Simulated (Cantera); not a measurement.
Charge: 1 mol Si2H6, 3.2 mol N2O, 3.7 mol O2, at 13.3 mbar.

Cantera equilibrium calculation (NASA polynomials, part measured and part estimated; ideal gas, pure solids and liquids). Candidate condensed phases: H2O, Si, SiO2, Si2N2O, Si3N4; 35 gas species. The feed counts by its element totals alone. The tables hold silica as quartz up to 1696 K and as liquid above; real silica turns to tridymite and cristobalite and melts near 1996 K. The numbers say what is thermodynamically allowed, not how fast it happens.

x: gas mole fraction; n: condensed amount in mol.

```
T (K)   x N2  x H2O   x O2    x OH      x NO       x O  n SiO2(α-quartz)  n SiO2(β-quartz)  n SiO2(condensed)
-----  -----  -----  -----  ------  --------  --------  ----------------  ----------------  -----------------
548    0.400  0.375  0.225  <1e-12   2.67e-9    <1e-12              2.00                 0                  0
698    0.400  0.375  0.225       …   1.99e-7    <1e-12              2.00                 0                  0
848    0.400  0.375  0.225       …   3.22e-6  2.80e-12                 0              2.00                  0
998    0.400  0.375  0.225       …   2.26e-5  6.08e-10                 0              2.00                  0
1148   0.400  0.375  0.225       …   9.52e-5   3.26e-8                 0              2.00                  0
1298   0.400  0.375  0.225       …  0.000288   7.01e-7                 0              2.00                  0
1448   0.400  0.375  0.225       …  0.000692   8.01e-6                 0              2.00                  0
1598   0.399  0.374  0.224       …   0.00141   5.80e-5                 0              2.00                  0
1748   0.398  0.373  0.223       …   0.00254  0.000300                 0                 0               2.00
1898   0.397  0.369  0.220       …   0.00414   0.00119                 0                 0               2.00
```

Q: Complete the blanks.

A: 
- 698, x OH: 1.44e-10
- 848, x OH: 2.01e-8
- 998, x OH: 6.41e-7
- 1148, x OH: 8.29e-6
- 1298, x OH: 5.95e-5
- 1448, x OH: 0.000284
- 1598, x OH: 0.00101
- 1748, x OH: 0.00288
- 1898, x OH: 0.00693
